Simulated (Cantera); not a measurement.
A closed system holds: 1 mol CaCl2, 2.9 mol HCl, 14 mol H2, held at 1725 K and 0.133 bar.

Equilibrium computed with Cantera from the NASA thermochemical tables; the gas is ideal and each condensed phase is pure. Candidate condensed phases: Ca, CaCl2; 9 gas species. Equilibrium is a limit: real reactors are often held back by kinetics, nucleation or transport.

Base state: H2 0.782, HCl 0.162, CaCl2 0.0558, H 0.000450, Cl 7.21e-5 (mole fractions); condensed: gas only.

Question: What changes in the equilibrium state with this change: pressure from 0.133 bar to 0.0130 bar?

Answer: 
```tsv
species	before	after
H2	0.782	0.781
HCl	0.162	0.162
CaCl2	0.0558	0.0558
H	0.000450	0.00144
CaCl	9.49e-6	3.04e-5
Cl	7.21e-5	0.000231
```

Question: What changes in the equilibrium state with this change: temperature from 1725 K to 1850 K?

Answer: 
| species | before | after |
|---|---|---|
| H2 | 0.782 | 0.781 |
| HCl | 0.162 | 0.162 |
| CaCl2 | 0.0558 | 0.0558 |
| H | 0.000450 | 0.00130 |
| CaCl | 9.49e-6 | 3.28e-5 |
| Cl | 7.21e-5 | 0.000205 |
